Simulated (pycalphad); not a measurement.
CALPHAD calculation (pycalphad, COST 507 light-alloy database (1999)), 1 atm. The data set is of 1999 and partly superseded. Phase fractions are per mole of atoms.

Question: Give the equilibrium state of Al-1.08Fe-0.64Si (at.%) at 730 K.

Answer: 
```
T = 730.00 K, P = 101325 Pa, N = 1 mol of atoms
G = -27579 J/mol, H = 10436 J/mol, S = 52.08 J/(mol K)  (SER reference)
chemical potentials (J/mol): Al -26429, Fe -133292, Si -25807
phase             fraction      x(Al)      x(Fe)      x(Si)
FCC_A1              0.9432     0.9985   1.22e-05     0.0015
ALFESI_ALPHA        0.0568     0.7225     0.1900     0.0875
```

Question: Give the equilibrium state of Al-1.08Fe-0.64Si (at.%) at 890 K.

Answer: 
```
T = 890.00 K, P = 101325 Pa, N = 1 mol of atoms
G = -36419 J/mol, H = 15503 J/mol, S = 58.34 J/(mol K)  (SER reference)
chemical potentials (J/mol): Al -35301, Fe -136658, Si -38878
phase             fraction      x(Al)      x(Fe)      x(Si)
FCC_A1              0.9460     0.9966   0.000154     0.0033
ALFESI_ALPHA        0.0459     0.7384     0.1900     0.0716
AL13FE4             0.0082     0.7604     0.2370     0.0027
```

Database names, with the compositions (at.%) that they take in these runs: AL13FE4: Al 76 Fe 24; ALFESI_ALPHA: Al 71-74 Fe 19 Si 7-10. FCC_A1 is fcc.
